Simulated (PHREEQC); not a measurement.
Alkaline etch or developer (model solution)

Make-up at 25 °C: 0.0016 mol KOH and 0.00043 mol H4SiO4 per kg of water. Closed to the air; pH follows from the charge balance.

Equilibrium calculation in PHREEQC: ion-association model, phreeqc.dat.

Each row changes one thing in this solution. Precipitation was switched off in this run.

```
case                                            pH  ionic strength (mol/kgw)  H3SiO4- (mol/kgw)  H4SiO4 (mol/kgw)  H2SiO4-2 (mol/kgw)  SI of Quartz (SiO2)
--------------------------------------  ----------  ------------------------  -----------------  ----------------  ------------------  -------------------
as made                                      11.05                   0.00160           0.000403           2.33e-5             3.51e-6                -0.65
KOH from 0.0016 to 0.016 mol/kgw        (withheld)                    0.0160           0.000379           1.67e-6             4.97e-5                -1.79
diluted 2-fold with water                    10.76                  0.000801           0.000192           2.18e-5             8.34e-7                -0.68
H4SiO4 from 0.00043 to 8.6e-05 mol/kgw  (withheld)                   0.00160            8.14e-5           3.68e-6             9.04e-7                -1.45
```

Question: What belongs in the gaps?

Answer: 
- KOH from 0.0016 to 0.016 mol/kgw, pH: 12.13
- H4SiO4 from 0.00043 to 8.6e-05 mol/kgw, pH: 11.16

Complexes and solids missing from the database can't appear.
